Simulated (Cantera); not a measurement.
A perfectly stirred reactor is fed with 0.565 % CH4, 0.248 % O2, 99.2 % N2, at 6.40 bar; it is held at 1350 K, and followed from long to short residence time.

Model: GRI-Mech 3.0 (53 species, 325 reactions), integrated in Cantera.

Predict: x(CH4) at τ = 8.50 s; x(O2) at τ = 8.50 s; x(CH2O) at τ = 8.50 s; x(CH4) at τ = 0.240 s; x(O2) at τ = 0.240 s; x(CH2O) at τ = 0.240 s.


* **x(CH4) at τ = 8.50 s**: 0.00277
* **x(O2) at τ = 8.50 s**: 0.000114
* **x(CH2O) at τ = 8.50 s**: 7.04e-7
* **x(CH4) at τ = 0.240 s**: 0.00422
* **x(O2) at τ = 0.240 s**: 0.00146
* **x(CH2O) at τ = 0.240 s**: 1.17e-5
